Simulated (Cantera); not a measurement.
An isothermal, constant-pressure homogeneous reactor starts with NH₃ : N₂ = 1 : 17 (molar parts), at 2423 K and 10.00 Torr.

Model: the gas-phase N/H chemistry of the illustrative SiF4/NH3 mechanism in the Surface Chemkin manual (1991), integrated in Cantera. Walls and surfaces, which speed up NH3 decomposition in real reactors, are not modelled.

One state of this run: x NH₃ = 0.0319; x N = 1.76e-5; x H₂ = 0.0325; x N₂H₂ = 1.52e-6; x NH₂ = 0.000961. x: mole fraction; the columns are a selection and need not sum to one.

Problem. Which value of t (s) does it belong to?
A) 2.00e-5
B) 24.6
C) 0.0222
D) 0.00546

Solution. C, 0.0222
